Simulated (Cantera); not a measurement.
An adiabatic, constant-volume homogeneous reactor starts with CH4 : O2 : N2 : H2O = 1 : 2.06 : 20.4 : 5.1 (molar parts), at 1398 K and 7200 Torr. Integrator tolerance rtol = 1e-08.

Cantera simulation using GRI-Mech 3.0 (53 species, 325 reactions); the numbers are that mechanism's predictions, not measurements.

### Question
What does this change do: initial temperature 1398 to 1673 K?

### Answer
```csv
quantity,before,after
time of steepest temperature rise,1.74 ms,0.115 ms
temperature at 3.00 s,2246 K,2446 K
equilibrium temperature,2246 K,2446 K
x(CH4) at 3.00 s,<1e-12 (gas-phase equilibrium <1e-12),<1e-12 (gas-phase equilibrium <1e-12)
x(O2) at 3.00 s,0.00259 (gas-phase equilibrium 0.00259),0.00397 (gas-phase equilibrium 0.00397)
x(H2O) at 3.00 s,0.245 (gas-phase equilibrium 0.245),0.241 (gas-phase equilibrium 0.241)
x(CO2) at 3.00 s,0.0336 (gas-phase equilibrium 0.0336),0.0312 (gas-phase equilibrium 0.0312)
x(CH3) at 3.00 s,<1e-12 (gas-phase equilibrium <1e-12),<1e-12 (gas-phase equilibrium <1e-12)
x(H2) at 3.00 s,0.00187 (gas-phase equilibrium 0.00187),0.00466 (gas-phase equilibrium 0.00466)
```

### Question
What does this change do: pressure from 7200 Torr to 383 Torr?

### Answer
| quantity | before | after |
|---|---|---|
| time of steepest temperature rise | 1.74 ms | 20.6 ms |
| temperature at 3.00 s | 2246 K | 2199 K |
| equilibrium temperature | 2246 K | 2199 K |
| x(CH4) at 3.00 s | <1e-12 (gas-phase equilibrium <1e-12) | <1e-12 (gas-phase equilibrium <1e-12) |
| x(O2) at 3.00 s | 0.00259 (gas-phase equilibrium 0.00259) | 0.00437 (gas-phase equilibrium 0.00437) |
| x(H2O) at 3.00 s | 0.245 (gas-phase equilibrium 0.245) | 0.241 (gas-phase equilibrium 0.241) |
| x(CO2) at 3.00 s | 0.0336 (gas-phase equilibrium 0.0336) | 0.0316 (gas-phase equilibrium 0.0316) |
| x(CH3) at 3.00 s | <1e-12 (gas-phase equilibrium <1e-12) | <1e-12 (gas-phase equilibrium <1e-12) |
| x(H2) at 3.00 s | 0.00187 (gas-phase equilibrium 0.00187) | 0.00462 (gas-phase equilibrium 0.00462) |

### Question
What does this change do: constant pressure in place of constant volume?

### Answer
```csv
quantity,before,after
time of steepest temperature rise,1.74 ms,1.83 ms
temperature at 3.00 s,2246 K,2090 K
equilibrium temperature,2246 K,2090 K
x(CH4) at 3.00 s,<1e-12 (gas-phase equilibrium <1e-12),<1e-12 (gas-phase equilibrium <1e-12)
x(O2) at 3.00 s,0.00259 (gas-phase equilibrium 0.00259),0.00219 (gas-phase equilibrium 0.00219)
x(H2O) at 3.00 s,0.245 (gas-phase equilibrium 0.245),0.247 (gas-phase equilibrium 0.247)
x(CO2) at 3.00 s,0.0336 (gas-phase equilibrium 0.0336),0.0343 (gas-phase equilibrium 0.0343)
x(CH3) at 3.00 s,<1e-12 (gas-phase equilibrium <1e-12),<1e-12 (gas-phase equilibrium <1e-12)
x(H2) at 3.00 s,0.00187 (gas-phase equilibrium 0.00187),0.000946 (gas-phase equilibrium 0.000946)
```
